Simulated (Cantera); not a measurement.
Cantera with NASA thermochemical tables; ideal gases at 1 bar, condensed phases pure. Values are per mole of reaction as written; species without (g) are pure solids or liquids, kept so even where they would boil at 1 bar.

2 C + H2S(g) → S + C2H2(g), with ΔH° = 248.7 kJ and ΔS° = 15.8 J/K at 300 K.

Task: How far is the shortcut ΔG° ≈ ΔH°(300 K) − T·ΔS°(300 K) from the full temperature-dependent value at 450, 525, 600, 675, 750, 825, 900, 975 K?

Result: 
| T (K) | shortcut (kJ) | full (kJ) | difference (kJ) | difference in log10 K | condensed phases |
|---|---|---|---|---|---|
| 450 | 241.6 | 240.7 | 0.9 | -0.11 | C(graphite), S(l) |
| 525 | 240.4 | 238.3 | 2.1 | -0.21 | C(graphite), S(l) |
| 600 | 239.2 | 235.6 | 3.6 | -0.31 | C(graphite), S(l) |
| 675 | 238.0 | 232.7 | 5.3 | -0.41 | C(graphite), S(l) |
| 750 | 236.8 | 229.7 | 7.1 | -0.50 | C(graphite), S(l) |
| 825 | 235.7 | 226.6 | 9.0 | -0.57 | C(graphite), S(l) |
| 900 | 234.5 | 223.4 | 11.1 | -0.64 | C(graphite), S(l) |
| 975 | 233.3 | 220.1 | 13.1 | -0.70 | C(graphite), S(l) |
The shortcut ignores heat capacities and the phase changes listed.
